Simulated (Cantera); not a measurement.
**Catalytic stagnation flow on Pt**

A jet of CH4 : O2 : N2 = 0.014 : 0.17 : 0.79 (molar parts), equivalence ratio 0.16 at 300 K and 0.480 bar hits a platinum plate 8.2 cm away at a mass flux of 0.021 kg/m²/s; the plate temperature is set and raised in steps from an oxygen-covered start.

Computed with Cantera and Deutschmann's 1995 Pt surface mechanism with GRI-Mech 3.0 gas chemistry. Catalytic surfaces can have several steady states; this one follows from the mechanism file's or the stated starting coverage.

| plate T (K) | wall x CH4 | wall x O2 | wall x H2O | wall x OH | wall x CO | wall x CO2 | θ free Pt | θ O* | θ OH* |
|---|---|---|---|---|---|---|---|---|---|
| 900 | 0.00569 | 0.156 | 0.0162 | 1.67e-8 | 1.65e-6 | 0.0106 | 0.112 | 0.886 | 0.00184 |
| 950 | 0.00327 | 0.151 | 0.0206 | 4.83e-8 | 1.30e-6 | 0.0135 | 0.161 | 0.837 | 0.00198 |
| 1000 | 0.00177 | 0.148 | 0.0232 | 1.39e-7 | 1.89e-6 | 0.0151 | 0.215 | 0.783 | 0.00195 |
| 1050 | 0.000954 | 0.146 | 0.0247 | 3.19e-7 | 2.34e-6 | 0.0161 | 0.271 | 0.727 | 0.00184 |
| 1100 | 0.000466 | 0.145 | 0.0257 | 6.61e-7 | 2.74e-6 | 0.0166 | 0.329 | 0.669 | 0.00171 |
| 1150 | 0.000177 | 0.145 | 0.0264 | 1.28e-6 | 2.80e-6 | 0.0170 | 0.387 | 0.611 | 0.00156 |
x: mole fraction at the wall; θ: surface coverage.
